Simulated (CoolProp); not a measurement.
The fluid at 293.15 K and 19 MPa is throttled through a valve to 12.4 MPa with no heat exchange. The same conditions are run with several fluids, on thermodynamics alone (safety and materials aside).

Computed with CoolProp (reference Helmholtz-energy equation of state of each fluid (carbon dioxide: Span 1996; decamethyltetrasiloxane (MD2M): Thol 2017; C3F8 (R218): Lemmon 2006; propylene: Lemmon 2013; R152A: Outcalt 1996)).

Question: Rank carbon dioxide, decamethyltetrasiloxane (MD2M), C3F8 (R218), propylene, R152A by temperature change (K), highest first.

Answer: decamethyltetrasiloxane (MD2M) (+3.1), propylene (+1.7), R152A (+1.6), C3F8 (R218) (+1.4), carbon dioxide (-2.1)

```json
[
 {"fluid": "carbon dioxide", "final density (kg/m³)": "895"},
 {"fluid": "decamethyltetrasiloxane (MD2M)", "final density (kg/m³)": "866"},
 {"fluid": "C3F8 (R218)", "final density (kg/m³)": "1460"},
 {"fluid": "propylene", "final density (kg/m³)": "540"},
 {"fluid": "R152A", "final density (kg/m³)": "943"}
]
```
